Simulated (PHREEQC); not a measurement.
## Copper plating or etch bath: an equilibrium model

Make-up at 64 °C: 0.028 mol/kgw CuSO4, 0.00038 mol/kgw HNO3 and 6.3e-05 mol/kgw Na2SO4. Closed to the air; pH follows from the charge balance.

The numbers come from PHREEQC with the ion-association model, phreeqc.dat.

Each row changes one thing in this solution. This is a speciation only: nothing precipitates in the calculation.

| case | pH | ionic strength (mol/kgw) | Cu+2 (mol/kgw) | SO4-2 (mol/kgw) | CuSO4 (mol/kgw) | HSO4- (mol/kgw) |
|---|---|---|---|---|---|---|
| as made | 3.91 | 0.0658 | 0.0164 | 0.0163 | 0.0115 | 0.000256 |
| diluted 5-fold with water | … | 0.0164 | 0.00409 | 0.00408 | 0.00150 | 3.39e-5 |
| Na2SO4 from 6.3e-05 to 5.67e-05 mol/kgw | 3.91 | 0.0658 | 0.0164 | 0.0163 | 0.0115 | 0.000256 |
| temperature from 64 to 60 °C | … | 0.0660 | 0.0165 | 0.0163 | 0.0115 | 0.000242 |

Question: What belongs in the gaps?

Answer: 
- diluted 5-fold with water, pH: 4.31
- temperature from 64 to 60 °C, pH: 3.89

At this temperature some constants are extrapolated from 25 °C, and those without enthalpy data are left unchanged.
